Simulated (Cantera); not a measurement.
An isothermal, constant-pressure homogeneous reactor starts with 38.5 % NO, 61.5 % N₂, at 1600 K and 49.5 Torr.

Detailed kinetics in Cantera: GRI-Mech 3.0 (53 species, 325 reactions).

x: mole fraction; the columns are a selection and need not sum to one.

| t (s) | x NO | x N₂O | x N₂ | x O | x O₂ | x NO₂ |
|---|---|---|---|---|---|---|
| 0.000200 | 0.385 | 6.01e-8 | 0.615 | (withheld) | 2.04e-11 | 1.80e-9 |
| 0.00103 | 0.385 | 3.09e-7 | 0.615 | (withheld) | 5.07e-10 | 4.38e-8 |
| 0.00532 | 0.385 | 1.58e-6 | 0.615 | (withheld) | 1.17e-8 | 7.92e-7 |
| 0.0274 | 0.385 | 7.62e-6 | 0.615 | (withheld) | 3.31e-7 | 6.96e-6 |
| 0.141 | 0.385 | 2.89e-5 | 0.615 | (withheld) | 1.28e-5 | 2.95e-5 |
| 0.729 | 0.384 | 5.02e-5 | 0.616 | (withheld) | 0.000179 | 4.07e-5 |
| 3.76 | 0.382 | 5.03e-5 | 0.617 | (withheld) | 0.00111 | 4.73e-5 |
| 19.4 | 0.373 | 4.74e-5 | 0.621 | (withheld) | 0.00586 | 7.13e-5 |
| 100 | 0.329 | 3.60e-5 | 0.643 | (withheld) | 0.0278 | 0.000123 |

Question: What belongs in the gaps?

Answer: 
- 0.000200, x O: 5.84e-8
- 0.00103, x O: 2.67e-7
- 0.00532, x O: 8.27e-7
- 0.0274, x O: 1.45e-6
- 0.141, x O: 2.87e-6
- 0.729, x O: 3.64e-6
- 3.76, x O: 4.08e-6
- 19.4, x O: 5.75e-6
- 100, x O: 1.03e-5
